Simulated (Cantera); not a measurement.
Input: 1 mol C3H8, 0.26 mol NH3, held at 1550 °C and 0.000760 bar.

Method: chemical equilibrium by Gibbs-energy minimisation in Cantera with the NASA 1993 tables (ideal gas, pure condensed phases). Candidate condensed phases: C, C6H6, C7H8, C8H18; 92 gas species. Rates play no part.

Base state: H2 0.955, N2 0.0280, H 0.0154, HCN 0.00112, C2H2 (acetylene) 0.000202, HNC 4.48e-5 (mole fractions); condensed: C(graphite).

Task: What changes in the equilibrium state with this change: NH3 from 0.26 to 0.017 mol?

Result: 
```csv
species,before,after
H2,0.955,0.982
H,0.0154,0.0156
N2,0.0280,0.00194
HCN,0.00112,0.000299
HNC,4.48e-5,1.20e-5
C2H2 (acetylene),0.000202,0.000208
"C(graphite), mol",2.99,3.00
```

Task: What changes in the equilibrium state with this change: NH3 from 0.26 to 0.061 mol?

Result: 
| species | before | after |
|---|---|---|
| H2 | 0.955 | 0.977 |
| H | 0.0154 | 0.0155 |
| N2 | 0.0280 | 0.00705 |
| HCN | 0.00112 | 0.000569 |
| HNC | 4.48e-5 | 2.27e-5 |
| C2H2 (acetylene) | 0.000202 | 0.000207 |
| C(graphite), mol | 2.99 | 3.00 |

Task: What changes in the equilibrium state with this change: temperature from 1550 °C to 1500 °C?

Result: 
| species | before | after |
|---|---|---|
| H2 | 0.955 | 0.961 |
| N2 | 0.0280 | 0.0282 |
| H | 0.0154 | 0.0101 |
| HCN | 0.00112 | 0.000884 |
| C2H2 (acetylene) | 0.000202 | 0.000135 |
| HNC | 4.48e-5 | 3.16e-5 |
| C(graphite), mol | 2.99 | 2.99 |
